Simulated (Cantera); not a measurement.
An isothermal, constant-pressure homogeneous reactor starts with 3.10 % H2, 96.9 % O2, equivalence ratio 0.016, at 900 K and 0.00829 atm.

Detailed kinetics in Cantera: GRI-Mech 3.0 (53 species, 325 reactions). Radical loss at walls, strong at low pressure, is not modelled. Below about 950 K walls govern HO2 and H2O2 in real vessels.

x: mole fraction; the columns are a selection and need not sum to one.

| t (s) | x H2 | x O2 | x H2O2 | x O | x OH |
|---|---|---|---|---|---|
| 0.000900 | 0.0310 | 0.969 | <1e-12 | 5.29e-12 | 3.08e-12 |
| 0.00185 | 0.0310 | 0.969 | <1e-12 | 2.20e-11 | 1.02e-11 |
| 0.00379 | 0.0310 | 0.969 | <1e-12 | 1.44e-10 | 5.81e-11 |
| 0.00777 | 0.0310 | 0.969 | <1e-12 | 3.66e-9 | 1.44e-9 |
| 0.0159 | 0.0310 | 0.969 | 6.64e-12 | 2.42e-6 | 9.50e-7 |
| 0.0327 | 0.00727 | 0.957 | 1.34e-7 | 0.00728 | 0.00143 |
| 0.0671 | 0.000460 | 0.963 | 5.53e-8 | 0.00427 | 0.000499 |
| 0.138 | 9.83e-5 | 0.967 | 3.54e-8 | 0.00127 | 0.000190 |
| 0.282 | ? | 0.968 | ? | ? | ? |
| 0.579 | 5.94e-6 | 0.968 | 2.07e-8 | 8.43e-5 | 4.21e-5 |
| 1.19 | ? | 0.968 | ? | ? | ? |
| 2.44 | 3.49e-7 | 0.968 | 8.62e-9 | 5.79e-6 | 1.12e-5 |
| 5.00 | 8.33e-8 | 0.968 | 4.97e-9 | 1.74e-6 | 6.21e-6 |

Q: Some entries are withheld; supply them.

A: 
- 0.282, x H2: 2.38e-5
- 0.282, x H2O2: 2.72e-8
- 0.282, x O: 0.000335
- 0.282, x OH: 8.61e-5
- 1.19, x H2: 1.46e-6
- 1.19, x H2O2: 1.40e-8
- 1.19, x O: 2.14e-5
- 1.19, x OH: 2.14e-5
